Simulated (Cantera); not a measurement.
A Cantera script and its output.

```python
import numpy as np
import cantera as ct

gas = ct.Solution("gri30.yaml")


def delay(T, t_max=10):
    gas.TPX = T, 100000, {'C3H8': 1, 'O2': 5, 'N2': 18.8}
    reactor = ct.IdealGasReactor(gas, clone=False)
    net = ct.ReactorNet([reactor])
    net.rtol, net.atol = 1e-8, 1e-16
    while net.time < t_max:
        t_old, T_old = net.time, reactor.T
        net.step()
        if reactor.T > T + 400:  # ignition: a rise of 400 K
            return t_old + (T + 400 - T_old) / (reactor.T - T_old) * (net.time - t_old)
    return np.nan


taus = []
for T in [1225, 1300, 1375, 1450, 1525, 1600, 1675, 1750]:
    taus.append(delay(T))
    print(f"T0 = {T:6g} K   tau = {taus[-1]:.4e} s")
```

Result:

```
T0 =   1225 K   tau = 3.5266e-03 s
T0 =   1300 K   tau = 9.0788e-04 s
T0 =   1375 K   tau = 2.9280e-04 s
T0 =   1450 K   tau = 1.1662e-04 s
T0 =   1525 K   tau = 5.5782e-05 s
T0 =   1600 K   tau = 3.0988e-05 s
T0 =   1675 K   tau = 1.9349e-05 s
T0 =   1750 K   tau = 1.3209e-05 s
```

Model: GRI-Mech 3.0 (53 species, 325 reactions), integrated in Cantera. GRI-Mech 3.0 was tuned for natural gas; its chemistry of propane as a main component is partial and can be far from experiment.
